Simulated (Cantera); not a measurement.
Feed: 1 mol Cr₂O₃, 640 mol H₂, 20 mol N₂, equilibrated at 0.100 bar.

Cantera equilibrium calculation (NASA polynomials, part measured and part estimated; ideal gas, pure solids and liquids). Candidate condensed phases: Cr, CrN, Cr₂N, Cr₂O₃, H₂O; 29 gas species. Mutual solubility and eutectic melting of coexisting phases are not modelled. Kinetics and transport are ignored. All values below are at 1200 K.

Base state: H₂ 0.970, N₂ 0.0303, H₂O 0.000136 (mole fractions); condensed: Cr₂N(s) + Cr₂O₃(s).

Q: What changes in the equilibrium state with this change: pressure from 0.100 bar to 0.00133 bar?

A: 
| species | before | after |
|---|---|---|
| H₂ | 0.970 | 0.970 |
| N₂ | 0.0303 | 0.0303 |
| H₂O | 0.000136 | 9.96e-5 |
| Cr₂N(s), mol | 0.0298 | 0 |
| Cr₂O₃(s), mol | 0.970 | 0.978 |
| Cr(s), mol | 0 | 0.0437 |
